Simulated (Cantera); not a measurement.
## Ignition delay

Mixture: CH4 : O2 : N2 = 1 : 2.82 : 14.4 (molar parts), at 1.70 bar, adiabatic and at constant pressure. Ignition delay is the time to a rise of 400 K.

Model: GRI-Mech 3.0 (53 species, 325 reactions), integrated in Cantera.

| T0 (K) | delay (ms) |
|---|---|
| 1300 | 8.52 |
| 1400 | 2.58 |
| 1500 | 0.886 |
| 1600 | 0.351 |
| 1700 | 0.160 |
| 1800 | 0.0823 |
| 1900 | 0.0464 |
| 2000 | 0.0281 |
| 2100 | 0.0181 |

| Property | Value |
|---|---|
| apparent activation energy between 1900 and 2100 K | 160 kJ/mol |
